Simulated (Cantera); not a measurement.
**Diamond growth**

A diamond (100) surface in a fixed gas of H2 with x(CH4) = 0.013, x(H) = 0.031, x(CH3) = 0.0004, at 1200 K; coverages are run to steady state.

Detailed kinetics in Cantera: the Harris–Goodwin 1993 mechanism for the reconstructed diamond (100) surface.

| P (Pa) | growth (µm/h) | θ c6HH | θ c6H* | θ c6*H | θ c6** | θ c6HM |
|---|---|---|---|---|---|---|
| 880 | 1.32 | 0.437 | 0.0385 | 0.492 | 0.0309 | 0.000980 |
| 1300 | 2.40 | 0.437 | 0.0385 | 0.492 | 0.0309 | 0.00127 |
| 1800 | 3.90 | 0.437 | 0.0385 | 0.491 | 0.0309 | 0.00153 |
| 2600 | 6.60 | 0.436 | 0.0385 | 0.491 | 0.0309 | 0.00184 |
| 3700 | 10.7 | 0.436 | 0.0386 | 0.491 | 0.0309 | 0.00213 |
| 5400 | 17.4 | 0.436 | 0.0387 | 0.490 | 0.0309 | 0.00240 |
| 7700 | 26.8 | 0.436 | 0.0388 | 0.490 | 0.0309 | 0.00262 |
| 11000 | 40.8 | 0.436 | 0.0390 | 0.490 | 0.0310 | 0.00281 |
θ: site fractions in the mechanism's names (c6HH fully hydrogenated, c6H* and c6*H radical sites, c6** diradical, c6HM methylated).
